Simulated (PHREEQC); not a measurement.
**Ultrapure water in contact with air or piping (model solution)**

Synthetic water in mg/L, 25 °C, pH 6.98, pe 12.9:

```
constituent                  mg/L
-----------------------  --------
Na                         0.0391
K                         0.00551
Ca                         0.0627
Mg                        0.00281
Cl                         0.0636
S(6) as SO4                 0.131
Alkalinity as HCO3          0.114
Zn                       7.04e-05
Cd                       0.000155
O(0) (dissolved oxygen)  2.33e-05
F                         0.00317
```

Valence states are taken as typed.

All values are PHREEQC results (ion-association model, phreeqc.dat), not measurements.

Precipitation was switched off in this run.

Task: Estimate the charge-balance error.

Result: charge-balance error -11.3 %.

Task: In which forms is Zn present?

Result: Zn+2 99 %, ZnOH+ 1.0 % of the Zn.
